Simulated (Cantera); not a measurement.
An adiabatic, constant-volume homogeneous reactor starts with 11.3 % H2, 17.6 % O2, 66.3 % N2, 4.85 % H2O, equivalence ratio 0.32, at 1075 K and 29.0 bar.

Cantera simulation using the H2/O2 subset of GRI-Mech 3.0, which has no nitrogen chemistry; the numbers are that mechanism's predictions, not measurements. The hydrogen kinetics of GRI-Mech 3.0 are dated; newer H2 mechanisms differ, most at raised pressure. The pressure lies above the range GRI-Mech 3.0 was tuned for (to about 10 atm).

### Question
Predict: time of steepest temperature rise; temperature at 0.500 s; equilibrium temperature; x(H2) at 0.500 s; x(O2) at 0.500 s; x(H2O) at 0.500 s; x(H) at 0.500 s; x(O) at 0.500 s; x(H2O2) at 0.500 s.

### Answer
time of steepest temperature rise: 2.01 ms
temperature at 0.500 s: 2072 K
equilibrium temperature: 2072 K
x(H2) at 0.500 s: 3.23e-5 (gas-phase equilibrium 3.23e-5)
x(O2) at 0.500 s: 0.126 (gas-phase equilibrium 0.126)
x(H2O) at 0.500 s: 0.170 (gas-phase equilibrium 0.170)
x(H) at 0.500 s: 2.06e-6 (gas-phase equilibrium 2.06e-6)
x(O) at 0.500 s: 5.60e-5 (gas-phase equilibrium 5.60e-5)
x(H2O2) at 0.500 s: 1.03e-6 (gas-phase equilibrium 1.03e-6)
